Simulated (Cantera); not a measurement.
A Cantera script and its output.

```python
import numpy as np
import cantera as ct

gas = ct.Solution("gri30.yaml")
gas.TPX = 1973, 400000, {'CH4': 1, 'H2O': 0.72, 'H2': 0.055}
inlet = ct.Reservoir(gas, clone=True)

reactor = ct.IdealGasConstPressureReactor(gas, energy="off", clone=False)
exhaust = ct.Reservoir(gas, clone=True)
tau = [0.32, 0.13, 0.053, 0.022, 0.0088, 0.0036, 0.0015, 0.00059, 0.00024][0]
for a, b in ((inlet, reactor), (reactor, exhaust)):
    ct.MassFlowController(a, b, mdot=lambda t: reactor.mass / tau)
net = ct.ReactorNet([reactor])
show = ['CH4', 'H2O', 'H2', 'CH3', 'CO', 'HCO', 'O2']

rows = []
print(f"{'tau/s':>10s}{'T/K':>9s}" + "".join(f"{s:>11s}" for s in show))
for tau in [0.32, 0.13, 0.053, 0.022, 0.0088, 0.0036, 0.0015, 0.00059, 0.00024]:
    net.initial_time = 0.0
    net.advance(30 * tau)
    before = gas.X
    net.advance(40 * tau)
    drift = np.max(np.abs(gas.X - before) / (gas.X + 1e-9))
    rows.append([gas.T, *gas[show].X, drift])
    print(f"{tau:10.3e}{gas.T:9.1f}" + "".join(f"{x:11.3e}" for x in gas[show].X))
```

Output:

```
     tau/s      T/K        CH4        H2O         H2        CH3         CO        HCO         O2
 3.200e-01   1973.0  1.344e-02  2.229e-02  7.267e-01  2.113e-04  1.889e-01  1.666e-07  8.797e-12
 1.300e-01   1973.0  1.757e-02  4.154e-02  7.094e-01  2.792e-04  1.728e-01  1.517e-07  2.995e-11
 5.300e-02   1973.0  2.402e-02  7.015e-02  6.834e-01  3.875e-04  1.495e-01  1.315e-07  8.362e-11
 2.200e-02   1973.0  3.343e-02  1.075e-01  6.487e-01  5.498e-04  1.201e-01  1.087e-07  1.935e-10
 8.800e-03   1973.0  4.786e-02  1.535e-01  6.034e-01  8.053e-04  8.610e-02  8.705e-08  3.967e-10
 3.600e-03   1973.0  6.872e-02  1.998e-01  5.528e-01  1.181e-03  5.498e-02  7.521e-08  6.926e-10
 1.500e-03   1973.0  9.892e-02  2.405e-01  4.990e-01  1.726e-03  3.149e-02  7.831e-08  1.059e-09
 5.900e-04   1973.0  1.458e-01  2.761e-01  4.362e-01  2.571e-03  1.579e-02  1.004e-07  1.506e-09
 2.400e-04   1973.0  2.080e-01  3.052e-01  3.665e-01  3.700e-03  7.696e-03  1.400e-07  1.981e-09
```

Detailed kinetics in Cantera: GRI-Mech 3.0 (53 species, 325 reactions). GRI-Mech 3.0 stops at C3 and has no aromatics, soot or wall deposition, so with more carbon than oxygen in the feed, carbon stays in small species such as C2H2 where larger ones or solid carbon would form.
